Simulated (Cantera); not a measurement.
Ignition delay

Mixture: 2.44 % CH4, 0.660 % C2H6, 18.0 % O2, 67.7 % N2, 11.0 % CO2, 0.239 % H2O, equivalence ratio 0.40, at 0.540 bar, adiabatic and at constant pressure. Ignition delay is the time to a rise of 400 K.

Model: GRI-Mech 3.0 (53 species, 325 reactions), integrated in Cantera. Where the delays flatten at high temperature, the 400 K rule measures the pace of heat release, not the induction time.

| T0 (K) | delay (ms) |
|---|---|
| 1150 | 8.25 |
| 1200 | 3.73 |
| 1250 | 1.95 |
| 1300 | 1.14 |
| 1350 | 0.726 |
| 1400 | 0.503 |
| 1450 | 0.377 |
| 1500 | 0.305 |
| 1550 | 0.269 |
